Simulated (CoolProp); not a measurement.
Vapour pressure (bar) of c-C4F8 (RC318): the reference equation beside estimates from Tc = 388.4 K, pc = 27.78 bar, ω = 0.355. Clausius-Clapeyron is anchored at 298.3 K with a constant enthalpy of vaporisation of 20.84 kJ/mol.

Model: reference Helmholtz-energy equation of state, Platzer 1990, in CoolProp. This equation is an older, rougher fit; its heat capacities, sound speeds and derivatives of the liquid may be far off and weren't checked against measurements.

| T (K) | reference | Clausius-Clapeyron | van der Waals | Redlich-Kwong | Peng-Robinson |
|---|---|---|---|---|---|
| 268 | 1.048 | 1.215 | 5.174 | 2.150 | 1.049 |
| 274.1 | 1.338 | 1.496 | 5.805 | 2.602 | 1.335 |
| 280.1 | 1.680 | 1.819 | 6.473 | 3.109 | 1.673 |
| 286.2 | 2.094 | 2.201 | 7.201 | 3.694 | 2.081 |
| 292.2 | 2.572 | 2.635 | 7.966 | 4.341 | 2.555 |
| 298.3 | 3.140 | 3.140 | 8.796 | 5.076 | 3.117 |
| 304.4 | 3.798 | 3.716 | 9.679 | 5.895 | 3.771 |
| 310.4 | 4.542 | 4.357 | 10.60 | 6.785 | 4.511 |
| 316.5 | 5.406 | 5.090 | 11.59 | 7.780 | 5.373 |
| 322.6 | 6.387 | 5.913 | 12.64 | 8.872 | 6.354 |
| 328.6 | 7.476 | 6.814 | 13.73 | 10.04 | 7.447 |
| 334.7 | 8.720 | 7.830 | 14.89 | 11.34 | 8.698 |
| 340.8 | 10.11 | 8.953 | 16.11 | 12.74 | 10.10 |

Absolute difference from the reference over all 13 rows, mean and median: Clausius-Clapeyron 7.2 and 7.4 %, van der Waals 181.6 and 154.8 %, Redlich-Kwong 59.2 and 55.2 %, Peng-Robinson 0.5 and 0.5 %.
